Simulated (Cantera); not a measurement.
What does this Cantera script print?

```python
import numpy as np
import cantera as ct

gas = ct.Solution("gri30.yaml")
gas.TPX = 1848, 250, {'C2H6': 1, 'H2': 2.8, 'H2O': 0.0046}
inlet = ct.Reservoir(gas, clone=True)

reactor = ct.IdealGasConstPressureReactor(gas, energy="off", clone=False)
exhaust = ct.Reservoir(gas, clone=True)
tau = [22, 4.7, 1, 0.23, 0.05, 0.011, 0.0024][0]
for a, b in ((inlet, reactor), (reactor, exhaust)):
    ct.MassFlowController(a, b, mdot=lambda t: reactor.mass / tau)
net = ct.ReactorNet([reactor])
show = ['C2H6', 'H2', 'H', 'C2H4', 'C2H']

rows = []
print(f"{'tau/s':>10s}{'T/K':>9s}" + "".join(f"{s:>11s}" for s in show))
for tau in [22, 4.7, 1, 0.23, 0.05, 0.011, 0.0024]:
    net.initial_time = 0.0
    net.advance(30 * tau)
    before = gas.X
    net.advance(40 * tau)
    drift = np.max(np.abs(gas.X - before) / (gas.X + 1e-9))
    rows.append([gas.T, *gas[show].X, drift])
    print(f"{tau:10.3e}{gas.T:9.1f}" + "".join(f"{x:11.3e}" for x in gas[show].X))
```

Result:

```
     tau/s      T/K       C2H6         H2          H       C2H4        C2H
 2.200e+01   1848.0  2.427e-06  8.181e-01  6.030e-03  2.498e-05  1.330e-05
 4.700e+00   1848.0  1.264e-05  8.128e-01  5.249e-03  1.011e-04  1.146e-05
 1.000e+00   1848.0  6.055e-05  8.009e-01  5.235e-03  4.275e-04  1.117e-05
 2.300e-01   1848.0  2.549e-04  7.804e-01  5.670e-03  1.548e-03  1.155e-05
 5.000e-02   1848.0  1.102e-03  7.466e-01  6.427e-03  5.239e-03  1.180e-05
 1.100e-02   1848.0  4.644e-03  7.019e-01  7.315e-03  1.490e-02  1.061e-05
 2.400e-03   1848.0  1.953e-02  6.610e-01  7.831e-03  3.241e-02  6.372e-06
```

Computed with Cantera and GRI-Mech 3.0 (53 species, 325 reactions). GRI-Mech 3.0 stops at C3 and has no aromatics, soot or wall deposition, so with more carbon than oxygen in the feed, carbon stays in small species such as C2H2 where larger ones or solid carbon would form. Radical loss at walls, strong at low pressure, is not modelled.
